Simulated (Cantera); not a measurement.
An adiabatic, constant-pressure homogeneous reactor starts with H₂ : O₂ : N₂ : H₂O = 1 : 0.725 : 2.72 : 0.14 (molar parts), equivalence ratio 0.69, at 1200 K and 2900000 Pa.

Model: the H2/O2 subset of GRI-Mech 3.0, which has no nitrogen chemistry, integrated in Cantera. The hydrogen kinetics of GRI-Mech 3.0 are dated; newer H2 mechanisms differ, most at raised pressure. The pressure lies above the range GRI-Mech 3.0 was tuned for (to about 10 atm).

### Question
Predict: time of steepest temperature rise; temperature at 0.500 s; equilibrium temperature; x(H₂) at 0.500 s; x(O₂) at 0.500 s; x(H₂O) at 0.500 s; x(OH) at 0.500 s; x(H) at 0.500 s; x(H₂O₂) at 0.500 s; x(O) at 0.500 s.

### Answer
```
Item                                                                  Result
---------------------------------  -----------------------------------------
time of steepest temperature rise                                   0.155 ms
temperature at 0.500 s                                                2651 K
equilibrium temperature                                               2651 K
x(H₂) at 0.500 s                     0.00260 (gas-phase equilibrium 0.00260)
x(O₂) at 0.500 s                       0.0527 (gas-phase equilibrium 0.0527)
x(H₂O) at 0.500 s                        0.269 (gas-phase equilibrium 0.269)
x(OH) at 0.500 s                       0.0113 (gas-phase equilibrium 0.0113)
x(H) at 0.500 s                    0.000448 (gas-phase equilibrium 0.000448)
x(H₂O₂) at 0.500 s                   3.19e-6 (gas-phase equilibrium 3.19e-6)
x(O) at 0.500 s                      0.00125 (gas-phase equilibrium 0.00125)
```
